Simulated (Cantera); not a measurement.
An isothermal, constant-pressure homogeneous reactor starts with C2H6 : N2 = 1 : 56 (molar parts), at 1000 K and 20.0 Torr. Integrator tolerance rtol = 1e-08.

Cantera simulation using GRI-Mech 3.0 (53 species, 325 reactions); the numbers are that mechanism's predictions, not measurements. GRI-Mech 3.0 stops at C3 and has no aromatics, soot or wall deposition, so with more carbon than oxygen in the feed, carbon stays in small species such as C2H2 where larger ones or solid carbon would form. Radical loss at walls, strong at low pressure, is not modelled.

What does this change do: C2H6 1 to 7.3 parts?


```tsv
quantity	before	after
x(C2H6) at 200 s	3.20e-5 (gas-phase equilibrium 1.09e-6)	0.000644 (gas-phase equilibrium 4.20e-5)
x(HCN) at 200 s	<1e-12 (gas-phase equilibrium 0.0149)	<1e-12 (gas-phase equilibrium 0.0343)
x(CH2) at 200 s	<1e-12 (gas-phase equilibrium <1e-12)	<1e-12 (gas-phase equilibrium <1e-12)
x(C2H2) at 200 s	0.00407 (gas-phase equilibrium 0.00358)	0.0132 (gas-phase equilibrium 0.0230)
x(H2) at 200 s	0.0202 (gas-phase equilibrium 0.0177)	0.107 (gas-phase equilibrium 0.0432)
```

What does this change do: pressure from 20.0 Torr to 0.233 Torr?


```
quantity                                           before                                     after
----------------  ---------------------------------------  ----------------------------------------
x(C2H6) at 200 s  3.20e-5 (gas-phase equilibrium 1.09e-6)   0.0101 (gas-phase equilibrium 9.66e-10)
x(HCN) at 200 s     <1e-12 (gas-phase equilibrium 0.0149)   1.99e-11 (gas-phase equilibrium 0.0202)
x(CH2) at 200 s     <1e-12 (gas-phase equilibrium <1e-12)   1.81e-10 (gas-phase equilibrium <1e-12)
x(C2H2) at 200 s  0.00407 (gas-phase equilibrium 0.00358)  0.000185 (gas-phase equilibrium 0.00663)
x(H2) at 200 s      0.0202 (gas-phase equilibrium 0.0177)    0.00658 (gas-phase equilibrium 0.0332)
```
